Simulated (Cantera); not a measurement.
# Adiabatic ignition

An adiabatic, constant-volume homogeneous reactor starts with 5.00 % H₂, 6.59 % O₂, 72.4 % N₂, 16.0 % H₂O, at 1700 K and 20.7 atm.

Detailed kinetics in Cantera: GRI-Mech 3.0 (53 species, 325 reactions). The hydrogen kinetics of GRI-Mech 3.0 are dated; newer H2 mechanisms differ, most at raised pressure. The pressure lies above the range GRI-Mech 3.0 was tuned for (to about 10 atm).

| t (s) | T (K) | P (bar) | x H₂ | x O₂ | x H₂O | x NO | x HO₂ | x O |
|---|---|---|---|---|---|---|---|---|
| 4.00e-6 | 2084 | 25.1 | 0.000686 | 0.0415 | 0.213 | 2.47e-6 | 1.43e-5 | 0.000223 |
| 9.16e-6 | 2095 | 25.2 | 0.000162 | 0.0416 | 0.214 | 2.75e-6 | 4.72e-6 | 6.92e-5 |
| 2.10e-5 | 2097 | 25.3 | 0.000122 | 0.0417 | 0.214 | 3.06e-6 | 4.02e-6 | 5.57e-5 |
| 4.80e-5 | 2097 | 25.3 | 0.000122 | 0.0417 | 0.214 | 3.70e-6 | 4.01e-6 | 5.55e-5 |
| 0.000110 | 2097 | 25.3 | 0.000122 | 0.0417 | 0.214 | 5.13e-6 | 4.01e-6 | 5.55e-5 |
| 0.000252 | 2097 | 25.3 | 0.000122 | 0.0417 | 0.214 | 8.41e-6 | 4.01e-6 | 5.54e-5 |
| 0.000577 | 2097 | 25.3 | 0.000122 | 0.0417 | 0.214 | 1.59e-5 | 4.01e-6 | 5.54e-5 |
| 0.00132 | 2096 | 25.3 | 0.000122 | 0.0417 | 0.214 | 3.30e-5 | 4.01e-6 | 5.54e-5 |
| 0.00303 | 2096 | 25.3 | 0.000122 | 0.0416 | 0.214 | 7.21e-5 | 4.00e-6 | 5.54e-5 |
| 0.00693 | 2096 | 25.3 | 0.000121 | 0.0416 | 0.214 | 0.000161 | 4.00e-6 | 5.52e-5 |
| 0.0159 | 2096 | 25.3 | 0.000121 | 0.0415 | 0.214 | 0.000358 | 3.98e-6 | 5.50e-5 |
| 0.0364 | 2094 | 25.2 | 0.000121 | 0.0413 | 0.214 | 0.000784 | 3.95e-6 | 5.44e-5 |
| 0.0833 | 2092 | 25.2 | 0.000119 | 0.0409 | 0.214 | 0.00161 | 3.89e-6 | 5.33e-5 |
| 0.191 | 2089 | 25.2 | 0.000117 | 0.0403 | 0.214 | 0.00285 | 3.79e-6 | 5.17e-5 |
| 0.437 | 2086 | 25.1 | 0.000116 | 0.0398 | 0.214 | 0.00383 | 3.72e-6 | 5.04e-5 |
| 1.00 | 2085 | 25.1 | 0.000116 | 0.0397 | 0.214 | 0.00405 | 3.70e-6 | 5.01e-5 |
x: mole fraction; the columns are a selection and need not sum to one.

The time of steepest temperature rise comes out as 1.70 µs, the temperature at 1.00 s is 2085 K and the equilibrium temperature comes out as 2085 K. The x(H₂) at 1.00 s is 0.000116 (gas-phase equilibrium 0.000116) and the x(O₂) at 1.00 s is 0.0397 (gas-phase equilibrium 0.0397). The x(H₂O) at 1.00 s comes out as 0.214 (gas-phase equilibrium 0.214).
